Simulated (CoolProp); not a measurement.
Ammonia along the isotherm 107.55 °C: fugacity coefficient from the reference equation and from simpler models built on Tc = 132.4 °C, pc = 113.6 bar, ω = 0.256; each cubic takes its own stable root.

The numbers come from the reference Helmholtz-energy equation of state, Gao 2020 in CoolProp.

```tsv
p (bar)	phase	reference
1.8	gas	0.9926
3.69	gas	0.9849
7.58	gas	0.9691
15.6	gas	0.9366
32	gas	0.8710
65.6	gas	0.7369
135	liquid	0.4094
277	liquid	0.2336
568	liquid	0.1535
```

Question: How far does each simpler model (van der Waals, Redlich-Kwong, Soave-Redlich-Kwong) lie from the reference over these 9 states: mean and median of the absolute difference, and the worst?

Answer: 
- van der Waals: mean 18.0 %, median 3.7 %, worst +75.2 % at 107.55 °C and 568 bar
- Redlich-Kwong: mean 7.7 %, median 1.8 %, worst +29.6 % at 107.55 °C and 568 bar
- Soave-Redlich-Kwong: mean 5.4 %, median 1.5 %, worst +22.1 % at 107.55 °C and 568 bar
